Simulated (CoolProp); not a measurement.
R21 at several states: density (kg/m³) from the reference equation and from simpler models built on Tc = 452.7 K, pc = 5.289 MPa, ω = 0.206; each cubic takes its own stable root.

Values from CoolProp's reference Helmholtz-energy equation of state, Platzer 1990. This equation is an older, rougher fit; its heat capacities, sound speeds and derivatives of the liquid may be far off and weren't checked against measurements.

```
T (K)  p (MPa)   phase  reference  Redlich-Kwong  Soave-Redlich-Kwong
-----  -------  ------  ---------  -------------  -------------------
207.4     4.06  liquid       1571           1448                 1464
315.4   0.0396     gas      1.569          1.565                1.566
319.6    0.145     gas      5.805          5.761                5.773
383.4     1.88  liquid       1125          79.70                 1015
```

At some of these states Redlich-Kwong gives the other phase, because its saturation line lies elsewhere.
